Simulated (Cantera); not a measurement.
Charge: 1 mol Si, 0.024 mol N₂O, 12 mol H₂, held at 0.100 bar.

These are equilibrium values from Cantera (NASA tables, ideal gas, pure condensed phases), not measurements of a reactor. Candidate condensed phases: H₂O, Si, SiO₂, Si₂N₂O, Si₃N₄; 35 gas species. Mutual solubility and eutectic melting of coexisting phases are not modelled. Gases not in the tables: Si₂H₆ and higher silanes. The numbers say what is thermodynamically allowed, not how fast it happens.

log p: log10 of the partial pressure in bar; n: condensed amount in mol.

```json
[
 {"T (K)": "950", "log p H₂": "-1.00", "log p H": "-9.75", "log p N₂": "<-13", "log p SiO": "-12.41", "n Si(s)": "0.952", "n Si₂N₂O(s)": "0.0240", "n Si(l)": "0"},
 {"T (K)": "1050", "log p H₂": "-1.00", "log p H": "-8.59", "log p N₂": "-11.76", "log p SiO": "-11.01", "n Si(s)": "0.952", "n Si₂N₂O(s)": "0.0240", "n Si(l)": "0"},
 {"T (K)": "1150", "log p H₂": "-1.00", "log p H": "-7.63", "log p N₂": "-9.62", "log p SiO": "-9.54", "n Si(s)": "0.952", "n Si₂N₂O(s)": "0.0240", "n Si(l)": "0"},
 {"T (K)": "1250", "log p H₂": "-1.00", "log p H": "-6.82", "log p N₂": "-8.08", "log p SiO": "-8.07", "n Si(s)": "0.952", "n Si₂N₂O(s)": "0.0240", "n Si(l)": "0"},
 {"T (K)": "1350", "log p H₂": "-1.00", "log p H": "-6.12", "log p N₂": "-6.79", "log p SiO": "-6.79", "n Si(s)": "0.952", "n Si₂N₂O(s)": "0.0240", "n Si(l)": "0"},
 {"T (K)": "1450", "log p H₂": "-1.00", "log p H": "[?]", "log p N₂": "[?]", "log p SiO": "[?]", "n Si(s)": "0.952", "n Si₂N₂O(s)": "0.0238", "n Si(l)": "0"},
 {"T (K)": "1550", "log p H₂": "-1.00", "log p H": "-5.00", "log p N₂": "-4.73", "log p SiO": "-4.73", "n Si(s)": "0.954", "n Si₂N₂O(s)": "0.0218", "n Si(l)": "0"},
 {"T (K)": "1650", "log p H₂": "-1.00", "log p H": "[?]", "log p N₂": "[?]", "log p SiO": "[?]", "n Si(s)": "0.967", "n Si₂N₂O(s)": "[?]", "n Si(l)": "0"},
 {"T (K)": "1750", "log p H₂": "-1.00", "log p H": "-4.13", "log p N₂": "-3.70", "log p SiO": "-3.70", "n Si(s)": "0", "n Si₂N₂O(s)": "0", "n Si(l)": "0.975"},
 {"T (K)": "1850", "log p H₂": "-1.00", "log p H": "-3.77", "log p N₂": "-3.70", "log p SiO": "-3.70", "n Si(s)": "0", "n Si₂N₂O(s)": "0", "n Si(l)": "0.974"},
 {"T (K)": "1950", "log p H₂": "-1.00", "log p H": "-3.44", "log p N₂": "-3.70", "log p SiO": "-3.70", "n Si(s)": "0", "n Si₂N₂O(s)": "0", "n Si(l)": "0.971"}
]
```

Complete the blanks.


- 1450, log p H: -5.52
- 1450, log p N₂: -5.69
- 1450, log p SiO: -5.69
- 1650, log p H: -4.54
- 1650, log p N₂: -3.89
- 1650, log p SiO: -3.89
- 1650, n Si₂N₂O(s): 0.00864
